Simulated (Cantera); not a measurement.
A closed system holds: 1 mol CH3SiCl3, 0.064 mol C3H8, 900 mol H2, held at 1575 °C and 10.0 mbar.

These are equilibrium values from Cantera (NASA tables, ideal gas, pure condensed phases), not measurements of a reactor. Candidate condensed phases: C, C6H6, C7H8, C8H18, Si, SiC; 109 gas species. The feed counts by its element totals alone. Rates play no part.

Base state: H2 0.991, H 0.00529, HCl 0.00330, C2H2 (acetylene) 0.000120, Si 2.73e-5, Cl 1.34e-5 (mole fractions); condensed: SiC(s).

**Question.** What changes in the equilibrium state with this change: temperature from 1575 °C to 1450 °C?

**Answer.** 
```tsv
species	before	after
H2	0.991	0.995
HCl	0.00330	0.00331
H	0.00529	0.00182
C2H2 (acetylene)	0.000120	9.01e-5
Si	2.73e-5	1.64e-6
Cl	1.34e-5	4.70e-6
SiC(s), mol	0.968	0.997
C(graphite), mol	0	0.0222
```

**Question.** What changes in the equilibrium state with this change: temperature from 1575 °C to 1877 °C?

**Answer.** 
```tsv
species	before	after
H2	0.991	0.954
H	0.00529	0.0412
HCl	0.00330	0.00314
Si	2.73e-5	0.000969
SiC2	2.47e-7	2.53e-5
Si2C	3.72e-7	1.29e-5
SiH	2.71e-6	4.63e-5
Cl	1.34e-5	9.93e-5
C2H2 (acetylene)	0.000120	0.000611
SiC(s), mol	0.968	0
```
